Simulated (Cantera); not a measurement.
Cantera run, input and output.

```python
import numpy as np
import cantera as ct

gas = ct.Solution("gri30.yaml")


def delay(T, t_max=10):
    gas.TPX = T, 101325, {'CH3OH': 1, 'O2': 1.15, 'N2': 4.62}
    reactor = ct.IdealGasReactor(gas, clone=False)
    net = ct.ReactorNet([reactor])
    net.rtol, net.atol = 1e-8, 1e-16
    while net.time < t_max:
        t_old, T_old = net.time, reactor.T
        net.step()
        if reactor.T > T + 400:  # ignition: a rise of 400 K
            return t_old + (T + 400 - T_old) / (reactor.T - T_old) * (net.time - t_old)
    return np.nan


taus = []
for T in [1275, 1350, 1425, 1500, 1575, 1650, 1725, 1800, 1875, 1950]:
    taus.append(delay(T))
    print(f"T0 = {T:6g} K   tau = {taus[-1]:.4e} s")
```

It prints:

```
T0 =   1275 K   tau = 2.7405e-03 s
T0 =   1350 K   tau = 9.8960e-04 s
T0 =   1425 K   tau = 4.0616e-04 s
T0 =   1500 K   tau = 1.8645e-04 s
T0 =   1575 K   tau = 9.4179e-05 s
T0 =   1650 K   tau = 5.1502e-05 s
T0 =   1725 K   tau = 3.0066e-05 s
T0 =   1800 K   tau = 1.8539e-05 s
T0 =   1875 K   tau = 1.1987e-05 s
T0 =   1950 K   tau = 8.0868e-06 s
```

Detailed kinetics in Cantera: GRI-Mech 3.0 (53 species, 325 reactions). GRI-Mech 3.0 was tuned for natural gas; its chemistry of methanol as a main component is partial and can be far from experiment.
